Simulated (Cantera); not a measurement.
An isothermal plug-flow reactor at 700 K and 0.560 bar (inlet), inlet velocity 2.7 m/s, active area per volume 160 1/m; feed H2 : O2 : N2 = 0.0035 : 0.13 : 0.79 (molar parts), equivalence ratio 0.013.

Computed with Cantera and Deutschmann's 1995 Pt surface mechanism with GRI-Mech 3.0 gas chemistry. Catalytic surfaces can have several steady states; this one follows from the mechanism file's or the stated starting coverage. Mass transfer to the wall is taken as infinitely fast.

Question: Predict: x(H2) at z = 0.0043 m; x(O2) at z = 0.0043 m; x(H2O) at z = 0.0043 m; θ(free Pt) at the exit; θ(O*) at the exit; θ(OH*) at the exit.

Answer: 
```json
{
 "x(H2) at z = 0.0043 m": "0.00270",
 "x(O2) at z = 0.0043 m": "0.140",
 "x(H2O) at z = 0.0043 m": "0.00109",
 "θ(free Pt) at the exit": "0.0360",
 "θ(O*) at the exit": "0.963",
 "θ(OH*) at the exit": "0.00127"
}
```
